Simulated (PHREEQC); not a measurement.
PHREEQC input (ion-association model, wateq4f.dat):

```
SOLUTION_MASTER_SPECIES
  An  An-  0  An  62.0  # stands for a non-complexing anion
SOLUTION_SPECIES
  An- = An-
    -log_k 0
    -gamma 3.0 0
PHASES
  Fix_H+
    H+ = H+
    -log_k 0
SOLUTION 1
  temp 25
  units mmol/kgw
  pH 7 charge
  Cl 0.196
  Ni 0.098
  Na 5
  An 5
END
SELECTED_OUTPUT 1
  -reset false
  -pH true
  -pe true
  -ionic_strength true
  -water true
  -totals Cl Na Ni
  -molalities Hfo_wOH Hfo_wOH2+ Hfo_wO- Hfo_sOH Hfo_sOH2+ Hfo_sO- Hfo_sONi+ Hfo_wONi+
  -saturation_indices Ni(OH)2 Halite
USER_PUNCH 1
  -headings sigma psi
  10 PUNCH EDL("sigma", "Hfo"), EDL("psi", "Hfo")
PRINT
  -reset false
USE solution 1
SURFACE 1
  Hfo_wOH 0.00292135 600 1.3
  Hfo_sOH 7.30337e-05
EQUILIBRIUM_PHASES 1
  Fix_H+ -4 HAn 10
    -force_equality true
  O2(g) -0.68 10
END
# ... the last block is repeated for the other 12 points of pH, with NaOH or the acid as the point needs
```

Selected output (columns that matter, 13 of 13 rows; pH added in front):

```
pH	mu	Na	Ni	m_Hfo_wOH	m_Hfo_wOH2+	m_Hfo_wO-	m_Hfo_sOH	m_Hfo_sOH2+	m_Hfo_sO-	m_Hfo_sONi+	si_Ni(OH)2	si_Halite	sigma	psi
4	0.0061747	0.005	9.7966e-05	0.0013579	0.0015359	2.7504e-05	3.3933e-05	3.8381e-05	6.8729e-07	3.2373e-08	-6.9541	-7.6634	0.19127	0.19146
4.5	0.0058813	0.005	9.7746e-05	0.0017213	0.0011405	5.9518e-05	4.2892e-05	2.8418e-05	1.4831e-06	2.4089e-07	-5.9519	-7.6618	0.13709	0.17562
5	0.0056793	0.005	9.6174e-05	0.0019706	0.00084545	0.00010522	4.8099e-05	2.0636e-05	2.5683e-06	1.73e-06	-4.9568	-7.6607	0.094034	0.15721
5.5	0.0055144	0.005	8.6906e-05	0.0021198	0.00064013	0.00016081	4.5431e-05	1.3719e-05	3.4465e-06	1.0437e-05	-3.9989	-7.6597	0.061939	0.13665
6	0.0053395	0.005	5.989e-05	0.0021976	0.00049805	0.00022214	2.8968e-05	6.565e-06	2.9282e-06	3.4572e-05	-3.1587	-7.6587	0.039297	0.11445
6.5	0.0051809	0.005	2.8005e-05	0.0022237	0.00040332	0.00028087	1.261e-05	2.2871e-06	1.5927e-06	5.6544e-05	-2.487	-7.6578	0.023894	0.090593
7	0.0051474	0.005072	6.6525e-06	0.0022213	0.00034601	0.00032667	6.987e-06	1.0884e-06	1.0276e-06	6.3931e-05	-2.1112	-7.6514	0.0137	0.064924
7.5	0.0051699	0.0051399	8.5629e-07	0.0022169	0.00031502	0.0003574	6.0787e-06	8.6378e-07	9.7998e-07	6.5111e-05	-2.0029	-7.6457	0.006761	0.037706
8	0.0051906	0.0051838	9.3925e-08	0.0022133	0.00029535	0.00037999	5.9653e-06	7.96e-07	1.0241e-06	6.5248e-05	-1.9665	-7.6421	0.0016125	0.0097442
8.5	0.0052119	0.0052244	1.0284e-08	0.0022088	0.00027856	0.00040124	5.9419e-06	7.4935e-07	1.0794e-06	6.5263e-05	-1.9402	-7.6389	-0.0030953	-0.018383
9	0.005242	0.0052773	1.2545e-09	0.0022014	0.00025961	0.00042763	5.9207e-06	6.9823e-07	1.1501e-06	6.5264e-05	-1.9095	-7.6347	-0.008718	-0.046238
9.5	0.005298	0.0053658	2.4714e-10	0.0021868	0.00023439	0.00046739	5.8814e-06	6.304e-07	1.257e-06	6.5264e-05	-1.8651	-7.6278	-0.016778	-0.073361
10	0.0054222	0.0055401	1.4064e-10	0.002156	0.0001999	0.00053271	5.7985e-06	5.3762e-07	1.4327e-06	6.5264e-05	-1.796	-7.6146	-0.029159	-0.099214
```

Species that the database lacks are ignored.
